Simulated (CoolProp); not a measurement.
A simple Rankine cycle with R236FA: condensing at 288.15 K, boiler at 1.13 MPa, turbine inlet 399 K, turbine efficiency 0.9, pump efficiency 0.6, no recuperator. Each further row changes one setting.

Computed with CoolProp (reference Helmholtz-energy equation of state, Pan 2012).

| case | thermal efficiency (%) | net work (kJ/kg) | heat in (kJ/kg) | turbine exit temperature (K) | volume ratio over the turbine |
|---|---|---|---|---|---|
| as stated | 12.1 | 29.3 | 242 | 357.9 | 5.90 |
| condensing temperature 280.15 K | 13.6 | 34.2 | 252 | 351.8 | 7.87 |
| boiler pressure 0.791 MPa | 9.9 | 24.4 | 246 | 367.3 | 4.05 |
| turbine efficiency 0.8 | 10.7 | 25.9 | 242 | 361.5 | 5.96 |
